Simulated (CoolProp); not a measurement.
Values from CoolProp's reference Helmholtz-energy equation of state, Schroeder 2014.

Q: For ethanol, give the phase and the Z, cv (kJ/(kg K)), isothermal compressibility (1/MPa), Prandtl number at 485.8 K and 2.13 MPa; 496.1 K and 2.13 MPa; 609.7 K and 2.13 MPa.

A: 
- 485.8 K and 2.13 MPa: gas; Z 0.844, cv 2.19, isothermal compressibility 0.574, Prandtl number 0.968
- 496.1 K and 2.13 MPa: gas; Z 0.862, cv 2.18, isothermal compressibility 0.557, Prandtl number 0.938
- 609.7 K and 2.13 MPa: gas; Z 0.954, cv 2.28, isothermal compressibility 0.493, Prandtl number 0.826

Viscosity comes from a separate model (Kiselev 2005). Thermal conductivity comes from a separate model (Assael 2013).
